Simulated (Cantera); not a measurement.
What does this Cantera script print?

```python
import numpy as np
import cantera as ct

gas_names = """
    CuF2 O2 F
""".split()
cond_names = """
    Cu2O(s) Cu2O(L)
""".split()


# ... load() reads the species with a 1 bar reference pressure and builds the phases ...
species = {s.name: s for s in load("nasa_gas.yaml", gas_names) + load("nasa_condensed.yaml", cond_names)}
# Each term lists the table entries of one substance; the one whose range holds T is used.
reactions = {
    '4 CuF2(g) + O2(g) = 2 Cu2O + 8 F(g)':
        [(-4, ['CuF2']), (-1, ['O2']), (2, ['Cu2O(s)', 'Cu2O(L)']), (8, ['F'])],
}


def pick(names, T):
    return next(species[n] for n in names if species[n].thermo.min_temp <= T <= species[n].thermo.max_temp)


results = []
for label, terms in reactions.items():
    print(label)
    print("     T/K   dH/kJ  dS/(J/K)   dG/kJ   log10 K")
    for T in [1098, 1173, 1248, 1323, 1398, 1473, 1548]:
        used = [(nu, pick(names, T)) for nu, names in terms]
        dH = sum(nu * s.thermo.h(T) for nu, s in used) / 1e6
        dS = sum(nu * s.thermo.s(T) for nu, s in used) / 1e3
        dG = dH - T * dS / 1e3
        logK = -dG * 1e6 / (ct.gas_constant * T * np.log(10))
        results.append((label, T, dH, dS, dG, logK, [s.name for _, s in used]))
        print(f"{T:8g} {dH:8.1f} {dS:8.1f} {dG:8.1f} {logK:8.2f}")
```

It prints:

```
4 CuF2(g) + O2(g) = 2 Cu2O + 8 F(g)
     T/K   dH/kJ  dS/(J/K)   dG/kJ   log10 K
    1098   1419.8    278.4   1114.1   -53.00
    1173   1425.4    283.3   1093.0   -48.67
    1248   1431.2    288.1   1071.6   -44.85
    1323   1437.3    292.9   1049.8   -41.45
    1398   1443.7    297.6   1027.7   -38.40
    1473   1450.4    302.2   1005.2   -35.64
    1548   1587.1    392.4    979.7   -33.06
```

Source: NASA polynomial tables (part measured, part estimated), evaluated in Cantera. Condensed species are held in their standard states even where they would react or evaporate.
